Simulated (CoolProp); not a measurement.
Saturated liquid density (kg/m³) of C2F6 (R116): the reference equation beside estimates from Tc = 19.9 °C, pc = 30.48 bar, ω = 0.257. Rackett uses Z = 0.29056 − 0.08775 ω.

Computed with CoolProp (reference Helmholtz-energy equation of state, Lemmon 2006). It is a short technical equation, of lower accuracy than the large ones.

```json
[
 {"T (°C)": "-42.05", "reference": "1430", "Rackett": "1499", "van der Waals": "901.8", "Soave-Redlich-Kwong": "1341", "Peng-Robinson": "1522"},
 {"T (°C)": "-36.85", "reference": "1401", "Rackett": "1468", "van der Waals": "882.8", "Soave-Redlich-Kwong": "1307", "Peng-Robinson": "1484"},
 {"T (°C)": "-31.65", "reference": "1370", "Rackett": "1435", "van der Waals": "?", "Soave-Redlich-Kwong": "1271", "Peng-Robinson": "1443"},
 {"T (°C)": "-26.45", "reference": "1338", "Rackett": "1401", "van der Waals": "?", "Soave-Redlich-Kwong": "1232", "Peng-Robinson": "1399"},
 {"T (°C)": "-21.25", "reference": "?", "Rackett": "1365", "van der Waals": "819.7", "Soave-Redlich-Kwong": "1191", "Peng-Robinson": "1351"},
 {"T (°C)": "-16.05", "reference": "1268", "Rackett": "1327", "van der Waals": "795.9", "Soave-Redlich-Kwong": "1146", "Peng-Robinson": "1300"},
 {"T (°C)": "-10.85", "reference": "1229", "Rackett": "1286", "van der Waals": "770.4", "Soave-Redlich-Kwong": "1098", "Peng-Robinson": "1244"},
 {"T (°C)": "-5.75", "reference": "1187", "Rackett": "1242", "van der Waals": "743.0", "Soave-Redlich-Kwong": "1046", "Peng-Robinson": "1183"},
 {"T (°C)": "-0.55", "reference": "1139", "Rackett": "1191", "van der Waals": "712.2", "Soave-Redlich-Kwong": "986.6", "Peng-Robinson": "1114"},
 {"T (°C)": "4.65", "reference": "1085", "Rackett": "1134", "van der Waals": "677.2", "Soave-Redlich-Kwong": "919.5", "Peng-Robinson": "?"},
 {"T (°C)": "9.85", "reference": "1018", "Rackett": "1064", "van der Waals": "635.6", "Soave-Redlich-Kwong": "840.0", "Peng-Robinson": "941.2"}
]
```

Task: Complete the blanks.

Result: 
- -31.65, van der Waals: 862.9
- -26.45, van der Waals: 841.9
- -21.25, reference: 1304
- 4.65, Peng-Robinson: 1035

Absolute difference from the reference over all 11 rows, mean and median: Rackett 4.7 and 4.7 %, van der Waals 37.2 and 37.2 %, Soave-Redlich-Kwong 10.5 and 9.6 %, Peng-Robinson 4.0 and 4.6 %.
